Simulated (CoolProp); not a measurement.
Vapour-liquid equilibrium of cyclohexane (1) + n-nonane (2) at 0.0545 MPa; x and y are mole fractions of (1).

Computed with CoolProp (multi-fluid Helmholtz-energy mixture model, Zhou 2014 and Lemmon 2006; pair parameters Bell 2016).

```
x     bubble temperature (K)  y at the bubble point  dew temperature at overall composition x (K)  liquid density (mol/L)
----  ----------------------  ---------------------  --------------------------------------------  ----------------------
0.05                   393.5                    [?]                                         400.5                   5.059
0.2                    375.4                  0.654                                         395.7                     [?]
0.35                   363.3                  0.817                                           [?]                   5.995
0.5                    354.2                  0.901                                         383.7                   6.512
0.65                   346.9                  0.949                                         375.6                   7.090
0.8                    340.9                  0.978                                         364.8                     [?]
0.95                   336.0                  0.996                                         346.7                   8.501
```

Question: Some entries are withheld; supply them.

Answer: 
- 0.05, y at the bubble point: 0.260
- 0.2, liquid density (mol/L): 5.520
- 0.35, dew temperature at overall composition x (K): 390.2
- 0.8, liquid density (mol/L): 7.746

No azeotrope shows between x = 0.05 and 0.95.

The pair parameters rest on a limited set of measurements; away from them the model extrapolates.
